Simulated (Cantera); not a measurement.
A perfectly stirred reactor is fed with H2 : O2 : N2 = 1.4 : 1 : 14 (molar parts), equivalence ratio 0.70, at 0.130 bar; it is held at 1298 K, and followed from long to short residence time.

Model: the H2/O2 subset of GRI-Mech 3.0, which has no nitrogen chemistry, integrated in Cantera. The temperature is held fixed by assumption; the heat of reaction is taken as removed at once.

**Question.** Predict: x(H2) at τ = 6.00 s; x(O2) at τ = 6.00 s; x(O) at τ = 6.00 s; x(OH) at τ = 6.00 s; x(H) at τ = 6.00 s; x(H2) at τ = 43.0 ms; x(O2) at τ = 43.0 ms; x(O) at τ = 43.0 ms; x(OH) at τ = 43.0 ms; x(H) at τ = 43.0 ms.

**Answer.** 
| Item | Result |
|---|---|
| x(H2) at τ = 6.00 s | 0.000156 |
| x(O2) at τ = 6.00 s | 0.0191 |
| x(O) at τ = 6.00 s | 5.95e-5 |
| x(OH) at τ = 6.00 s | 0.000264 |
| x(H) at τ = 6.00 s | 3.21e-5 |
| x(H2) at τ = 43.0 ms | 0.00332 |
| x(O2) at τ = 43.0 ms | 0.0205 |
| x(O) at τ = 43.0 ms | 0.00144 |
| x(OH) at τ = 43.0 ms | 0.00128 |
| x(H) at τ = 43.0 ms | 0.00349 |
